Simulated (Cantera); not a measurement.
An isothermal, constant-pressure homogeneous reactor starts with H2 : O2 = 0.0083 : 1 (molar parts), equivalence ratio 0.0042, at 1200 K and 190 Pa.

Computed with Cantera and the H2/O2 subset of GRI-Mech 3.0, which has no nitrogen chemistry. Radical loss at walls, strong at low pressure, is not modelled.

One state of this run: x H2 = 0.00167; x O2 = 0.986; x H2O = 0.00552; x O = 0.00496; x HO2 = 1.94e-7. x: mole fraction; the columns are a selection and need not sum to one.

Q: Which value of t (s) does it belong to?
A) 0.0710
B) 0.00159
C) 40.0
D) 1.00e-5

A: A, 0.0710
